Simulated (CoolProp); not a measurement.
Sulfur hexafluoride at 443.6 K and 1 MPa flows at 2.7 m/s in a round tube of 50 mm bore and 1.5 µm roughness, fully developed (64/Re and Nu = 3.66 if laminar; Colebrook and Gnielinski if turbulent). Each further row changes one setting.

Computed with CoolProp (reference Helmholtz-energy equation of state, Guder 2009).

```json
[
 {"case": "as stated", "Reynolds number": "251000", "Darcy friction factor": "0.0152", "pressure drop (Pa/m)": "45.2", "heat-transfer coefficient (W/(m² K))": "196", "mass flow (kg/h)": "777"},
 {"case": "velocity 5.4 m/s", "Reynolds number": "502000", "Darcy friction factor": "0.0136", "pressure drop (Pa/m)": "161", "heat-transfer coefficient (W/(m² K))": "348", "mass flow (kg/h)": "1550"},
 {"case": "diameter 100 mm", "Reynolds number": "502000", "Darcy friction factor": "0.0134", "pressure drop (Pa/m)": "19.8", "heat-transfer coefficient (W/(m² K))": "171", "mass flow (kg/h)": "3110"}
]
```

Viscosity comes from a separate model (Quiñones-Cisneros 2012). Thermal conductivity comes from a separate model (Assael 2012).
